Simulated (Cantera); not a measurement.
Input (Python, Cantera):

```python
import numpy as np
import cantera as ct

gas = ct.Solution("gri30.yaml")
gas.TP = 300, 40000
flame = ct.CounterflowDiffusionFlame(gas, width=0.02)
flame.fuel_inlet.X, flame.fuel_inlet.T = {'CH4': 1, 'C2H6': 0.057, 'N2': 0.35}, 400
flame.oxidizer_inlet.X, flame.oxidizer_inlet.T = {'O2': 0.24, 'N2': 0.76}, 625
flame.set_refine_criteria(ratio=3, slope=0.12, curve=0.24, prune=0.03)
show = ['OH', 'H', 'NO', 'CO', 'C2H2']

rows = []
print(f"{'mdot':>8s}{'a_max':>10s}{'a_mean':>10s}{'Tmax/K':>9s}" + "".join(f"{s:>11s}" for s in show) + "   (peak mole fractions)")
for i, mdot in enumerate([0.1, 0.16, 0.25, 0.39, 0.61, 0.95, 1.5]):  # kg/m2/s on the oxidiser side
    flame.oxidizer_inlet.mdot, flame.fuel_inlet.mdot = mdot, 0.83 * mdot
    flame.solve(loglevel=0, auto=(i == 0))
    if flame.T.max() < max(400, 625) + 100:
        print(f"{mdot:8.3g}  no burning solution found from the previous one")
        break
    dT = np.abs(np.gradient(flame.T, flame.grid))
    rows.append([flame.strain_rate("max"), flame.strain_rate("mean"), flame.T.max(),
                 *(flame.X[gas.species_index(s)].max() for s in show), max(dT[0], dT[-1]) / dT.max()])
    print(f"{mdot:8.3g}{rows[-1][0]:10.1f}{rows[-1][1]:10.1f}{rows[-1][2]:9.1f}" + "".join(f"{x:11.3e}" for x in rows[-1][3:-1]))
```

Output:

```
    mdot     a_max    a_mean   Tmax/K         OH          H         NO         CO       C2H2   (peak mole fractions)
     0.1     200.9      40.0   2143.6  1.164e-02  8.121e-03  3.145e-04  7.273e-02  1.741e-02
    0.16     303.4      64.1   2120.0  1.124e-02  8.471e-03  2.703e-04  7.107e-02  1.650e-02
    0.25     452.1     100.1   2099.5  1.087e-02  8.768e-03  2.265e-04  6.991e-02  1.552e-02
    0.39     676.5     156.1   2078.3  1.045e-02  8.982e-03  1.805e-04  6.926e-02  1.431e-02
    0.61    1016.2     244.2   2048.8  9.800e-03  8.941e-03  1.306e-04  6.888e-02  1.253e-02
    0.95    1519.2     380.3   2007.2  8.792e-03  8.481e-03  8.081e-05  6.898e-02  1.002e-02
     1.5    2292.2     600.5   1935.7  7.050e-03  7.054e-03  3.359e-05  6.899e-02  6.273e-03
```

Cantera simulation using GRI-Mech 3.0 (53 species, 325 reactions); the numbers are that mechanism's predictions, not measurements. GRI-Mech 3.0 has no aromatics or soot, which form on the fuel side of real flames. The maximum strain rate includes the flame's own expansion and is several times the mean.
